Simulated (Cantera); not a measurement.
Equilibrium for fluorocarbon and chlorocarbon gases: C2F6 + H2

Charge: 1 mol C2F6, 0.056 mol H2, at 0.00370 bar.

Equilibrium computed with Cantera from the NASA thermochemical tables; the gas is ideal and each condensed phase is pure. Candidate condensed phases: C, C6H6, C7H8, C8H18; 95 gas species. The feed counts by its element totals alone. Rates play no part.

From 2575 K to 2950 K the condensed part is C(graphite). From 3025 K to 3100 K nothing is condensed. The main C-bearing gas is CF2 at 2575 K and C3 at 3100 K.

```csv
T (K),x F,x CF2,x CF,x C3,x C,x HF,n C(graphite)
2575,0.788,0.157,0.0322,0.000417,0.000122,0.0216,1.01
2650,0.828,0.107,0.0417,0.00121,0.000314,0.0206,1.17
2725,0.852,0.0717,0.0523,0.00330,0.000766,0.0198,1.24
2800,0.859,0.0472,0.0635,0.00853,0.00178,0.0192,1.19
2875,0.849,0.0306,0.0748,0.0209,0.00396,0.0184,0.936
2950,0.815,0.0191,0.0848,0.0490,0.00844,0.0172,0.281
3025,0.807,0.0106,0.0808,0.0610,0.0143,0.0162,0
3100,0.812,0.00580,0.0727,0.0601,0.0218,0.0153,0
```
x: gas mole fraction; n: condensed amount in mol.
